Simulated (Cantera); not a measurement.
**Pyrogenic steam for wet oxidation**

An isothermal, constant-pressure homogeneous reactor starts with H2 : O2 : N2 : H2O = 0.96 : 1 : 1.6 : 0.042 (molar parts), equivalence ratio 0.48, at 950 K and 100.0 Torr.

Detailed kinetics in Cantera: GRI-Mech 3.0 (53 species, 325 reactions). Radical loss at walls, strong at low pressure, is not modelled. The temperature is held fixed by assumption; the heat of reaction is taken as removed at once.

```json
[
 {"t (s)": "1.00e-6", "x H2": "0.267", "x O2": "0.278", "x N2O": "<1e-12", "x H2O2": "<1e-12", "x H": "1.69e-12"},
 {"t (s)": "2.82e-6", "x H2": "0.267", "x O2": "0.278", "x N2O": "<1e-12", "x H2O2": "<1e-12", "x H": "4.70e-12"},
 {"t (s)": "7.95e-6", "x H2": "0.267", "x O2": "0.278", "x N2O": "<1e-12", "x H2O2": "<1e-12", "x H": "1.31e-11"},
 {"t (s)": "2.24e-5", "x H2": "0.267", "x O2": "0.278", "x N2O": "<1e-12", "x H2O2": "<1e-12", "x H": "3.91e-11"},
 {"t (s)": "6.31e-5", "x H2": "0.267", "x O2": "0.278", "x N2O": "<1e-12", "x H2O2": "<1e-12", "x H": "1.55e-10"},
 {"t (s)": "0.000178", "x H2": "0.267", "x O2": "0.278", "x N2O": "<1e-12", "x H2O2": "<1e-12", "x H": "1.68e-9"},
 {"t (s)": "0.000502", "x H2": "0.267", "x O2": "0.278", "x N2O": "<1e-12", "x H2O2": "1.33e-10", "x H": "5.85e-7"},
 {"t (s)": "0.00141", "x H2": "0.0492", "x O2": "0.187", "x N2O": "2.36e-9", "x H2O2": "5.14e-6", "x H": "0.0183"},
 {"t (s)": "0.00399", "x H2": "0.00625", "x O2": "0.169", "x N2O": "4.95e-9", "x H2O2": "4.37e-6", "x H": "6.59e-5"},
 {"t (s)": "0.0112", "x H2": "0.00300", "x O2": "0.168", "x N2O": "5.71e-9", "x H2O2": "7.05e-6", "x H": "7.98e-6"},
 {"t (s)": "0.0317", "x H2": "0.00166", "x O2": "0.167", "x N2O": "6.20e-9", "x H2O2": "1.08e-5", "x H": "1.29e-6"},
 {"t (s)": "0.0893", "x H2": "0.000940", "x O2": "0.167", "x N2O": "6.56e-9", "x H2O2": "1.19e-5", "x H": "3.15e-7"},
 {"t (s)": "0.252", "x H2": "0.000404", "x O2": "0.167", "x N2O": "6.91e-9", "x H2O2": "5.75e-6", "x H": "8.06e-8"},
 {"t (s)": "0.710", "x H2": "0.000114", "x O2": "0.167", "x N2O": "7.15e-9", "x H2O2": "8.93e-7", "x H": "1.08e-8"},
 {"t (s)": "2.00", "x H2": "2.80e-5", "x O2": "0.167", "x N2O": "7.24e-9", "x H2O2": "7.03e-8", "x H": "9.51e-10"}
]
```
x: mole fraction; the columns are a selection and need not sum to one.

Equilibrium at this temperature and pressure: H2 3.95e-11, O2 0.167, N2O 3.24e-10, H2O2 6.87e-11, H <1e-12 (gas phase only).
